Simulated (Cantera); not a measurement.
## Pyrogenic steam for wet oxidation

An isothermal, constant-pressure homogeneous reactor starts with 9.09 % H₂, 6.49 % O₂, 84.4 % N₂, equivalence ratio 0.70, at 950 K and 100000 Pa.

Model: GRI-Mech 3.0 (53 species, 325 reactions), integrated in Cantera. The temperature is held fixed by assumption; the heat of reaction is taken as removed at once.

```json
[
 {"t (s)": "4.00e-5", "x H₂": "0.0909", "x O₂": "0.0649", "x NO₂": "<1e-12", "x H₂O₂": "<1e-12", "x O": "3.82e-12", "x N₂O": "<1e-12", "x NO": "<1e-12"},
 {"t (s)": "0.000155", "x H₂": "0.0909", "x O₂": "0.0649", "x NO₂": "<1e-12", "x H₂O₂": "1.34e-12", "x O": "1.39e-11", "x N₂O": "<1e-12", "x NO": "<1e-12"},
 {"t (s)": "0.000599", "x H₂": "0.0909", "x O₂": "0.0649", "x NO₂": "<1e-12", "x H₂O₂": "4.62e-11", "x O": "3.57e-11", "x N₂O": "<1e-12", "x NO": "<1e-12"},
 {"t (s)": "0.00232", "x H₂": "0.0909", "x O₂": "0.0649", "x NO₂": "<1e-12", "x H₂O₂": "1.49e-9", "x O": "9.48e-11", "x N₂O": "<1e-12", "x NO": "<1e-12"},
 {"t (s)": "0.00896", "x H₂": "0.0909", "x O₂": "0.0649", "x NO₂": "<1e-12", "x H₂O₂": "1.69e-7", "x O": "3.27e-9", "x N₂O": "<1e-12", "x NO": "<1e-12"},
 {"t (s)": "0.0346", "x H₂": "0.0378", "x O₂": "0.0389", "x NO₂": "1.63e-8", "x H₂O₂": "7.38e-5", "x O": "9.86e-8", "x N₂O": "7.13e-9", "x NO": "1.43e-8"},
 {"t (s)": "0.134", "x H₂": "0.0309", "x O₂": "0.0355", "x NO₂": "1.35e-8", "x H₂O₂": "0.000123", "x O": "1.72e-7", "x N₂O": "8.88e-9", "x NO": "1.71e-8"},
 {"t (s)": "0.518", "x H₂": "0.0143", "x O₂": "0.0274", "x NO₂": "1.61e-8", "x H₂O₂": "7.13e-5", "x O": "1.32e-7", "x N₂O": "1.51e-8", "x NO": "1.46e-8"},
 {"t (s)": "2.00", "x H₂": "0.00106", "x O₂": "0.0209", "x NO₂": "2.46e-8", "x H₂O₂": "7.53e-6", "x O": "4.83e-8", "x N₂O": "3.07e-8", "x NO": "6.27e-9"},
 {"t (s)": "7.76", "x H₂": "4.32e-5", "x O₂": "0.0204", "x NO₂": "3.01e-8", "x H₂O₂": "6.16e-8", "x O": "8.54e-10", "x N₂O": "3.66e-8", "x NO": "8.59e-10"},
 {"t (s)": "30.0", "x H₂": "4.35e-6", "x O₂": "0.0204", "x NO₂": "3.05e-8", "x H₂O₂": "1.44e-9", "x O": "2.95e-11", "x N₂O": "3.64e-8", "x NO": "4.30e-10"}
]
```
x: mole fraction; the columns are a selection and need not sum to one.

Equilibrium at this temperature and pressure: H₂ 1.22e-11, O₂ 0.0204, NO₂ 1.41e-7, H₂O₂ 1.95e-11, O 4.57e-12, N₂O 5.35e-10, NO 5.82e-6 (gas phase only).
